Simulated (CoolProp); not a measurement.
A simple Rankine cycle with n-pentane: condensing at 288.15 K, boiler at 1.3 MPa, turbine inlet 561.7 K, turbine efficiency 0.8, pump efficiency 0.6, no recuperator. Each further row changes one setting.

Computed with CoolProp (reference Helmholtz-energy equation of state, Thol 2019).

```json
[
 {"case": "as stated", "thermal efficiency (%)": "15.9", "net work (kJ/kg)": "152", "heat in (kJ/kg)": "961", "turbine exit temperature (K)": "496.4", "volume ratio over the turbine": "26.6"},
 {"case": "turbine inlet 581.7 K", "thermal efficiency (%)": "15.6", "net work (kJ/kg)": "159", "heat in (kJ/kg)": "1020", "turbine exit temperature (K)": "516.3", "volume ratio over the turbine": "26.4"},
 {"case": "condensing temperature 280.15 K", "thermal efficiency (%)": "17.1", "net work (kJ/kg)": "167", "heat in (kJ/kg)": "979", "turbine exit temperature (K)": "490.5", "volume ratio over the turbine": "36.6"},
 {"case": "boiler pressure 0.91 MPa", "thermal efficiency (%)": "14.4", "net work (kJ/kg)": "139", "heat in (kJ/kg)": "967", "turbine exit temperature (K)": "504.3", "volume ratio over the turbine": "18.5"},
 {"case": "turbine efficiency 0.7", "thermal efficiency (%)": "13.8", "net work (kJ/kg)": "133", "heat in (kJ/kg)": "961", "turbine exit temperature (K)": "504.1", "volume ratio over the turbine": "27.0"}
]
```
